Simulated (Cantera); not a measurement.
## Silicon oxide and oxynitride deposition: SiCl4 + O3

Charge: 1 mol SiCl4, a varied amount of O3, equilibrated at 802 °C and 0.133 bar.

Equilibrium computed with Cantera from the NASA thermochemical tables; the gas is ideal and each condensed phase is pure. Candidate condensed phases: Si, SiO2; 15 gas species. Equilibrium is a limit: real reactors are often held back by kinetics, nucleation or transport.

```
n(O3) (mol)  x Cl2   x SiCl4      x O2     x Cl     x ClO  n SiO2(β-quartz)
-----------  -----  --------  --------  -------  --------  ----------------
0.11         0.282     0.716  3.38e-11  0.00161  1.75e-10             0.165
0.13         0.325     0.673  4.77e-11  0.00172  2.24e-10             0.195
0.17         0.405     0.593  8.40e-11  0.00192  3.31e-10             0.255
0.21         0.478     0.520  1.33e-10  0.00209  4.52e-10             0.315
0.27         0.575     0.423  2.37e-10  0.00229  6.63e-10             0.405
0.33         0.660     0.337  3.92e-10  0.00246  9.13e-10             0.495
0.42         0.771     0.227  7.96e-10  0.00265   1.41e-9             0.630
0.53         0.883     0.114   2.08e-9  0.00284   2.43e-9             0.795
0.67         0.994   1.21e-7   0.00249  0.00301   2.82e-6              1.00
0.84         0.882   2.06e-9     0.115  0.00284   1.81e-5              1.00
1.1          0.752  7.02e-10     0.245  0.00262   2.44e-5              1.00
```
x: gas mole fraction; n: condensed amount in mol.

From 0.11 mol O3 to 1.1 mol O3 the condensed part is SiO2(β-quartz).
